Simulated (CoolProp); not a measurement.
Dodecamethylcyclohexasiloxane (D6) along the isobar 269 kPa: density (kg/m³) from the reference equation and from simpler models built on Tc = 645.8 K, pc = 961.4 kPa, ω = 0.736; each cubic takes its own stable root.

Model: reference Helmholtz-energy equation of state, Colonna 2008, in CoolProp. It is a short technical equation, of lower accuracy than the large ones.

```csv
T (K),phase,reference,van der Waals,Redlich-Kwong,Soave-Redlich-Kwong,Peng-Robinson
279.4,liquid,989.4,542.8,807.0,847.9,948.9
286,liquid,982.2,540.1,802.6,844.9,945.8
292.5,liquid,975.1,537.4,798.3,841.9,942.6
299.1,liquid,967.8,534.6,793.8,838.8,939.3
305.7,liquid,960.6,531.8,789.2,835.5,935.9
312.3,liquid,953.4,528.9,784.6,832.2,932.4
318.8,liquid,946.3,526.1,779.9,828.8,928.9
325.4,liquid,939.0,523.2,775.1,825.3,925.2
332,liquid,931.8,520.2,770.2,821.7,921.4
338.5,liquid,924.6,517.3,765.3,818.1,917.5
```
